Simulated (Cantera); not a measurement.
A closed system holds: 1 mol BN, a varied amount of HCl, at 1298 K and 23.0 mbar.

Cantera equilibrium calculation (NASA polynomials, part measured and part estimated; ideal gas, pure solids and liquids). Candidate condensed phases: B, BN, NH₄Cl; 21 gas species. Gases not in the tables: BHCl₂. Kinetics and transport are ignored.

log p: log10 of the partial pressure in bar; n: condensed amount in mol.

```
n(HCl) (mol)  log p HCl  log p H₂  log p BCl₃  log p N₂  n BN(s)
------------  ---------  --------  ----------  --------  -------
7.4               -1.68     -2.98       -3.15     -3.45        …
10                -1.68     -2.98       -3.15     -3.45        …
14                -1.68     -2.98       -3.15     -3.45        …
20                -1.68     -2.98       -3.15     -3.45        …
28                -1.68     -2.98       -3.15     -3.45        …
39                -1.67     -3.05       -3.23     -3.53        0
54                -1.66     -3.19       -3.37     -3.67        0
```

### Question
Some entries are withheld; supply them.

### Answer

- 7.4, n BN(s): 0.773
- 10, n BN(s): 0.694
- 14, n BN(s): 0.571
- 20, n BN(s): 0.387
- 28, n BN(s): 0.142
